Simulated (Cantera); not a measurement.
A counterflow diffusion flame at 353 Torr, nozzles 20 mm apart: fuel side CH₄ : H₂ : N₂ = 1 : 0.49 : 0.36 (molar parts) at 325 K, oxidiser side O₂ : N₂ = 0.25 : 0.75 (molar parts) at 725 K, fuel mass flux 0.89 times the oxidiser's; mixture-averaged transport, no radiation.

Cantera simulation using GRI-Mech 3.0 (53 species, 325 reactions); the numbers are that mechanism's predictions, not measurements. GRI-Mech 3.0 has no aromatics or soot, which form on the fuel side of real flames. The maximum strain rate includes the flame's own expansion and is several times the mean.

x: mole fraction; the columns are a selection and need not sum to one.

| oxidiser flux (kg/m²/s) | max strain (1/s) | mean strain (1/s) | T max (K) | peak x OH | peak x H | peak x NO | peak x CO | peak x C₂H₂ |
|---|---|---|---|---|---|---|---|---|
| 0.28 | 491 | 111 | 2204 | 0.0159 | 0.0126 | 0.000283 | 0.0661 | 0.0143 |
| 0.38 | [?] | 150 | 2187 | 0.0156 | 0.0131 | [?] | 0.0649 | 0.0140 |
| 0.51 | 851 | 202 | 2174 | 0.0154 | 0.0136 | 0.000223 | 0.0640 | 0.0138 |
| 0.7 | 1140 | 277 | 2154 | 0.0150 | 0.0141 | 0.000190 | 0.0630 | 0.0134 |
| 0.94 | [?] | 372 | 2137 | 0.0145 | 0.0145 | [?] | 0.0624 | 0.0128 |
| 1.3 | 2030 | 514 | 2115 | 0.0139 | 0.0148 | 0.000129 | 0.0621 | 0.0120 |
| 1.7 | 2610 | 673 | 2093 | 0.0133 | 0.0149 | 0.000104 | 0.0619 | 0.0110 |

Question: What belongs in the gaps?

Answer: 
- 0.38, max strain (1/s): 649
- 0.38, peak x NO: 0.000251
- 0.94, max strain (1/s): 1500
- 0.94, peak x NO: 0.000161
